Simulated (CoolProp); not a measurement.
Nitrogen along the isobar 4520 kPa: fugacity coefficient from the reference equation and from simpler models built on Tc = -147.0 °C, pc = 3396 kPa, ω = 0.037; each cubic takes its own stable root.

The numbers come from the reference Helmholtz-energy equation of state, Span 2000 in CoolProp.

| T (°C) | phase | reference | van der Waals | Redlich-Kwong | Soave-Redlich-Kwong | Peng-Robinson |
|---|---|---|---|---|---|---|
| -157.95 | liquid | 0.3683 | 0.4463 | 0.3753 | 0.3736 | 0.3584 |
| -139.95 | supercritical | 0.6331 | 0.6421 | 0.6291 | 0.6310 | 0.6050 |
| -122.05 | supercritical | 0.7622 | 0.7545 | 0.7552 | 0.7603 | 0.7317 |
| -104.15 | supercritical | 0.8358 | 0.8191 | 0.8282 | 0.8362 | 0.8081 |
| -86.25 | supercritical | 0.8845 | 0.8634 | 0.8767 | 0.8870 | 0.8604 |
| -68.35 | supercritical | 0.9183 | 0.8953 | 0.9104 | 0.9225 | 0.8976 |
| -50.35 | supercritical | 0.9428 | 0.9191 | 0.9348 | 0.9480 | 0.9249 |
| -32.45 | supercritical | 0.9607 | 0.9371 | 0.9526 | 0.9666 | 0.9452 |
| -14.55 | supercritical | 0.9740 | 0.9511 | 0.9660 | 0.9803 | 0.9606 |
| 3.35 | supercritical | 0.9842 | 0.9621 | 0.9761 | 0.9906 | 0.9724 |
| 21.25 | supercritical | 0.9920 | 0.9709 | 0.9839 | 0.9984 | 0.9815 |
| 39.25 | supercritical | 0.9981 | 0.9780 | 0.9900 | 1.004 | 0.9887 |
| 57.15 | supercritical | 1.003 | 0.9837 | 0.9948 | 1.009 | 0.9944 |
| 75.05 | supercritical | 1.007 | 0.9885 | 0.9986 | 1.012 | 0.9989 |
| 92.95 | supercritical | 1.010 | 0.9924 | 1.002 | 1.015 | 1.002 |
